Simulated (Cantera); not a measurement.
Feed: 1 mol CHF3, 0.14 mol Si, at 28.0 Pa.

Method: chemical equilibrium by Gibbs-energy minimisation in Cantera with the NASA 1993 tables (ideal gas, pure condensed phases). Candidate condensed phases: C, C6H6, C7H8, C8H18, Si, SiC; 113 gas species. The tables' values for SiF3, SiF2 are old estimates; treat these amounts as uncertain. Gases not in the tables: C2F6 and larger saturated fluorocarbons. The numbers say what is thermodynamically allowed, not how fast it happens.

x: gas mole fraction; n: condensed amount in mol.

```tsv
T (K)	x F	x HF	x CF2	x SiF4	x CF4	x CF	x SiF3	n C(graphite)
1998	0.238	0.499	0.142	0.0698	0.0471	0.00110	3.12e-5	0.614
2048	0.307	0.466	0.139	0.0652	0.0200	0.00179	5.52e-5	0.652
2098	0.366	0.442	0.119	0.0618	0.00684	0.00269	0.000103	0.707
2148	0.413	0.427	0.0941	0.0596	0.00205	0.00378	0.000197	0.765
2198	0.450	0.416	0.0705	0.0578	0.000572	0.00506	0.000381	0.816
2248	0.477	0.407	…	0.0563	…	…	0.000731	0.857
2298	0.498	0.401	0.0365	0.0548	4.18e-5	0.00823	0.00138	0.888
2348	0.512	0.396	0.0258	0.0529	1.14e-5	0.0101	0.00255	0.908
2398	0.522	0.391	0.0182	0.0503	3.17e-6	0.0123	0.00454	0.919
2448	0.529	0.386	…	…	…	…	0.00770	0.922
2498	0.534	0.380	0.00920	0.0408	2.71e-7	0.0173	0.0122	0.915
```

Question: Fill in the missing entries.

Answer: 
- 2248, x CF2: 0.0512
- 2248, x CF4: 0.000155
- 2248, x CF: 0.00654
- 2448, x CF2: 0.0129
- 2448, x SiF4: 0.0464
- 2448, x CF4: 9.09e-7
- 2448, x CF: 0.0147
